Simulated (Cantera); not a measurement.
Charge: 1 mol BCl₃, 3.7 mol H₂O, 130 mol N₂, 16 mol NH₃, equilibrated at 0.000320 bar.

Cantera equilibrium calculation (NASA polynomials, part measured and part estimated; ideal gas, pure solids and liquids). Candidate condensed phases: B, BN, B₂O₃, B₃O₃H₃, H₂O, NH₄Cl; 49 gas species. The numbers say what is thermodynamically allowed, not how fast it happens.

### Question
At 1127 °C, list the 5 most abundant gas species with their mole fractions, and the condensed phases.

### Answer
N₂ 0.823, H₂ 0.143, HCl 0.0179, H₂O 0.0103, HBO₂ 0.00576. Condensed: gas only.
